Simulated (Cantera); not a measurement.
Input: 1 mol AlCl3, 2.9 mol H2O, 740 mol H2, held at 0.133 bar.

These are equilibrium values from Cantera (NASA tables, ideal gas, pure condensed phases), not measurements of a reactor. Candidate condensed phases: Al, AlCl3, Al2O3, H2O; 29 gas species. Rates play no part.

**Question.** At 1075 °C, list the 3 most abundant gas species with their mole fractions, and the condensed phases.

**Answer.** H2 0.994, HCl 0.00403, H2O 0.00188. Condensed: Al2O3(s).
